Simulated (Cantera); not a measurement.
**Equilibrium for silicon epitaxy and polysilicon growth: Si₃H₈ + H₂ + Cl₂**

Feed: 1 mol Si₃H₈, 49 mol H₂, 0.72 mol Cl₂, at 1398.15 K and 7100 Pa.

Equilibrium computed with Cantera from the NASA thermochemical tables; the gas is ideal and each condensed phase is pure. Candidate condensed phases: Si; 19 gas species. The feed counts by its element totals alone. The tables' values for SiCl₃ are old estimates; treat these amounts as uncertain. The numbers say what is thermodynamically allowed, not how fast it happens.

```yaml
x(H₂): 0.975
x(HCl): 0.0233
x(SiCl₂): 0.00164
x(SiCl₃): 5.18e-5
x(SiHCl₃): 2.06e-5
x(H): 1.76e-5
x(SiH₂Cl₂): 9.12e-6
x(SiCl₄): 7.00e-6
x(SiH₃Cl): 1.16e-6
n(Si(s)): 2.91 mol
gas_amount: 53.72 mol
```
